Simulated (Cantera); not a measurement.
A Cantera script and what it prints.

```python
import numpy as np
import cantera as ct

gas_names = """
    Br Br2 N N2 Si SiBr SiBr2 SiBr3 SiBr4 SiN Si2 Si2N Si3
""".split()
cond_names = """
    Br2(cr) Br2(L) Si(cr) Si(L) Si3N4(a)
""".split()


def load(file, names, dense=False):
    # The tables refer to 1 bar. Condensed volumes are neglected.
    table = {s.name: s for s in ct.Species.list_from_file(file)}
    out = []
    for n in names:
        d = dict(table[n].input_data)
        d["thermo"] = dict(d["thermo"], **{"reference-pressure": 1e5})
        if dense:
            d["equation-of-state"] = {"model": "constant-volume", "density": "1e6 g/cm^3"}
        out.append(ct.Species.from_dict(d))
    return out


gas = ct.Solution(thermo="ideal-gas", species=load("nasa_gas.yaml", gas_names))
cond = {s.name: ct.Solution(thermo="fixed-stoichiometry", species=[s], name=s.name)
        for s in load("nasa_condensed.yaml", cond_names, dense=True)}
atoms = {
    'Si': {'Si': 1},
    'Br2': {'Br': 2},
    'N2': {'N': 2},
}
top_T = {'Si3N4(a)': 2400}  # K; cautious upper limits of use, not melting points


def equilibrate(T, P, feed):
    n = {}
    for name, mol in feed.items():
        for a, k in atoms[name].items():
            n[a] = n.get(a, 0.0) + k * mol
    gas.TPX = T, P, n
    mass = sum(n.values()) * gas.mean_molecular_weight
    gas.equilibrate("TP")
    valid = [c for c in cond.values() if c.min_temp <= T <= top_T.get(c.name, c.max_temp)]
    mix = ct.Mixture([(gas, mass / gas.mean_molecular_weight)] + [(c, 0.0) for c in valid])
    mix.T, mix.P = T, P
    mix.equilibrate("TP", solver="vcs", rtol=1e-11, max_steps=5000)
    return mix


results = []
feed = {'Si': 1, 'Br2': 5.8, 'N2': 5.2}  # mol
P = 1100  # Pa
for T in [1248, 1273, 1298, 1323, 1348, 1373, 1398, 1423, 1448, 1473]:
    mix = equilibrate(T, P, feed)
    results.append((T, P, feed, dict(zip(mix.species_names, mix.species_moles))))

top = {s: max(r[3][s] / sum(r[3][g] for g in gas_names) for r in results) for s in gas_names}
cols = sorted((s for s in top if top[s] > 1e-06), key=lambda s: -top[s])[:8]
seen = [c for c in cond_names if any(r[3].get(c, 0) > 1e-12 for r in results)]
print("log10 of partial pressures in bar; condensed amounts in mol")
print(f"{'T/K':>10s}" + "".join(f"{s[:9]:>10s}" for s in cols + seen))
for T, P, feed, n in results:
    ng = sum(n[g] for g in gas_names)
    print(f"{T:10.4g}" + "".join(f"{np.log10(max(n[s] / ng * P / 1e5, 1e-99)):10.3f}" for s in cols)
          + "".join(f"{n.get(c, 0):10.4g}" for c in seen))
```

Output:

```
log10 of partial pressures in bar; condensed amounts in mol
       T/K        Br        N2       Br2     SiBr4     SiBr3     SiBr2
      1248    -2.547    -2.303    -2.653    -3.019    -6.499    -8.252
      1273    -2.493    -2.311    -2.707    -3.027    -6.296    -7.891
      1298    -2.446    -2.320    -2.768    -3.036    -6.098    -7.536
      1323    -2.404    -2.328    -2.836    -3.045    -5.903    -7.186
      1348    -2.369    -2.337    -2.910    -3.054    -5.710    -6.840
      1373    -2.339    -2.344    -2.990    -3.062    -5.521    -6.497
      1398    -2.315    -2.351    -3.076    -3.069    -5.334    -6.159
      1423    -2.295    -2.357    -3.166    -3.077    -5.150    -5.826
      1448    -2.278    -2.362    -3.259    -3.085    -4.970    -5.499
      1473    -2.265    -2.366    -3.355    -3.095    -4.796    -5.180
```

Equilibrium computed with Cantera from the NASA thermochemical tables; the gas is ideal and each condensed phase is pure. The tables' values for SiBr3 are old estimates; treat these amounts as uncertain.
